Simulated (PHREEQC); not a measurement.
1 kg of water holding 0.5 mol/kgw Na2CO3, 0.013 mol/kgw NaHCO3, 0.35 mol/kgw Na2SO4, 0.025 mol/kgw NaCl and 0.038 mol/kgw KCl is evaporated at 20 °C; the solids stay in contact with the brine. The system is closed to CO2. Only these solids could form: Arcanite, Burkeite, Glaserite, Halite, Kalicinite, Mirabilite, Misenite, Nahcolite, Natron, Sylvite, Thenardite, Trona.

Equilibrium calculation in PHREEQC: Pitzer model, pitzer.dat.

```json
[
 {"water left (kg)": "1", "ionic strength": "2.62", "water activity": "0.967", "Burkeite (mol)": "0"},
 {"water left (kg)": "0.8219", "ionic strength": "3.19", "water activity": "0.961", "Burkeite (mol)": "0"},
 {"water left (kg)": "0.6755", "ionic strength": "3.89", "water activity": "0.953", "Burkeite (mol)": "0"},
 {"water left (kg)": "0.5552", "ionic strength": "4.73", "water activity": "(withheld)", "Burkeite (mol)": "0"},
 {"water left (kg)": "0.4563", "ionic strength": "5.75", "water activity": "(withheld)", "Burkeite (mol)": "0"},
 {"water left (kg)": "0.3751", "ionic strength": "7.00", "water activity": "0.916", "Burkeite (mol)": "0"},
 {"water left (kg)": "0.3083", "ionic strength": "(withheld)", "water activity": "0.895", "Burkeite (mol)": "0"},
 {"water left (kg)": "0.2394", "ionic strength": "10.00", "water activity": "0.871", "Burkeite (mol)": "0"},
 {"water left (kg)": "0.185", "ionic strength": "12.1", "water activity": "(withheld)", "Burkeite (mol)": "0"},
 {"water left (kg)": "0.1485", "ionic strength": "14.0", "water activity": "0.795", "Burkeite (mol)": "(withheld)"},
 {"water left (kg)": "0.1366", "ionic strength": "(withheld)", "water activity": "0.795", "Burkeite (mol)": "0.0732"},
 {"water left (kg)": "0.1094", "ionic strength": "14.0", "water activity": "0.787", "Burkeite (mol)": "0.110"},
 {"water left (kg)": "0.07631", "ionic strength": "14.1", "water activity": "0.774", "Burkeite (mol)": "0.137"},
 {"water left (kg)": "0.04974", "ionic strength": "14.3", "water activity": "0.750", "Burkeite (mol)": "0.157"},
 {"water left (kg)": "0.03477", "ionic strength": "16.1", "water activity": "0.680", "Burkeite (mol)": "0.171"}
]
```

### Question
Fill in the missing entries.

### Answer

- 0.5552, water activity: 0.944
- 0.4563, water activity: 0.932
- 0.3083, ionic strength: 8.52
- 0.185, water activity: 0.833
- 0.1485, Burkeite (mol): 0.0196
- 0.1366, ionic strength: 13.9
